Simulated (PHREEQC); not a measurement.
Make-up at 60 °C: 39 mmol/kgw ZnSO4, 0.38 mmol/kgw Na2SO4 and 35 mmol/kgw MnSO4. Closed to the air; pH follows from the charge balance.

All values are PHREEQC results (ion-association model, phreeqc.dat), not measurements.

| quantity | before | after |
|---|---|---|
| pH | 5.33 | 5.88 |
| ionic strength (mol/kgw) | 0.144 | 0.166 |
| SO4-2 (mol/kgw) | 0.0325 | 0.0368 |
| Zn+2 (mol/kgw) | 0.0187 | 0.0191 |
| MnSO4 (mol/kgw) | 0.0180 | 0.0128 |
| Mn+2 (mol/kgw) | 0.0170 | 0.0222 |

Problem. What was changed between the two runs?
(A) ZnSO4 from 0.039 to 0.0195 mol/kgw
(B) Na2SO4 from 0.00038 to 0.00057 mol/kgw
(C) MnSO4 from 0.035 to 0.0385 mol/kgw
(D) temperature from 60 to 15 °C

Solution. D, temperature from 60 to 15 °C

No solid was allowed to form. At this temperature some constants are extrapolated from 25 °C, and those without enthalpy data are left unchanged.
